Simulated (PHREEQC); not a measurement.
Consider water at 25 °C with 3.5 mmol/kgw NH3, 0.06 mmol/kgw Na2SiO3 and 4 mmol/kgw K2CO3. Closed to the air; pH follows from the charge balance.

Equilibrium calculation in PHREEQC: ion-association model, wateq4f.dat.

Problem. The ionic strength comes out as 0.0115 mol/kgw. What activity coefficients do NaCO3-, Na+, HCO3-, NH4+, CO3-2 get?

Solution. NaCO3- 0.90, Na+ 0.90, HCO3- 0.90, NH4+ 0.90, CO3-2 0.65.

No solid was allowed to form. Complexes and solids missing from the database can't appear.
